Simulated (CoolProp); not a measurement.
Water at 987.29 K and 12.6 MPa flows at 1.7 m/s in a round tube of 12.7 mm bore and 45 µm roughness, fully developed (64/Re and Nu = 3.66 if laminar; Colebrook and Gnielinski if turbulent). Each further row changes one setting.

Model: reference Helmholtz-energy equation of state, Wagner 2002, in CoolProp.

```tsv
case	Reynolds number	Darcy friction factor	pressure drop (Pa/m)	heat-transfer coefficient (W/(m² K))	mass flow (kg/h)
as stated	16300	[?]	108	498	22.2
velocity 3.4 m/s	32700	0.0307	[?]	[?]	44.4
diameter 25.4 mm	32700	[?]	[?]	421	88.8
```

**Question.** What belongs in the gaps?

**Answer.** 
- as stated, Darcy friction factor: 0.0332
- velocity 3.4 m/s, pressure drop (Pa/m): 400
- velocity 3.4 m/s, heat-transfer coefficient (W/(m² K)): 948
- diameter 25.4 mm, Darcy friction factor: 0.0273
- diameter 25.4 mm, pressure drop (Pa/m): 44.5

Viscosity comes from a separate model (Huber 2009). Thermal conductivity comes from a separate model (Huber 2012).
